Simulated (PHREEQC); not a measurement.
Dissolve 19 mmol/kgw HF, 4.2 mmol/kgw NaF and 0.11 mmol/kgw H2SiF6 at 40 °C. Closed to the air; pH follows from the charge balance.

Model: ion-association model, phreeqc.dat, run in PHREEQC.

No solid was allowed to form.

### Question
What pH, ionic strength does the model give?

### Answer
pH 2.76; ionic strength 0.00616 mol/kgw.

### Question
In which forms is F present?

### Answer
HF 71 %, F- 23 %, HF2- 3.2 %, SiF6-2 2.8 % of the F.

At this temperature some constants are extrapolated from 25 °C, and those without enthalpy data are left unchanged. SiF6-2 is the database's only silicon fluoride.
